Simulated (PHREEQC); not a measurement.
Synthetic water in mg/kgw, 25 °C, pH 6.31: Na 5670; K 1590; Ca 32.7; Mg 288; Cl 10800; S(6) as SO4 895; Alkalinity as HCO3 0.0127.

Valence states are taken as typed.

The numbers come from PHREEQC with the Pitzer model, pitzer.dat.

```json
[
 {"quantity": "HCO3- (mol/kgw)", "before": "8.90e-7", "after": "1.63e-6"},
 {"quantity": "CO2 (mol/kgw)", "before": "6.61e-7", "after": "2.42e-6"},
 {"quantity": "HSO4- (mol/kgw)", "before": "9.70e-8", "after": "1.94e-7"},
 {"quantity": "MgOH+ (mol/kgw)", "before": "1.06e-8", "after": "5.32e-9"},
 {"quantity": "CO3-2 (mol/kgw)", "before": "3.57e-10", "after": "3.29e-10"},
 {"quantity": "MgCO3 (mol/kgw)", "before": "1.64e-10", "after": "1.51e-10"},
 {"quantity": "SI of Gypsum (CaSO4:2H2O)", "before": "-1.94", "after": "-1.94"},
 {"quantity": "SI of Halite (NaCl)", "before": "-3.02", "after": "-3.02"}
]
```

Q: Name the change that produced these shifts.
A) Ca from 32.7 to 65.4 mg/kgw
B) Alkalinity from 0.0127 to 0.0381 mg/kgw
C) pH from 6.31 to 6.01 at the same alkalinity

A: C, pH from 6.31 to 6.01 at the same alkalinity

This is a speciation only: nothing precipitates in the calculation.
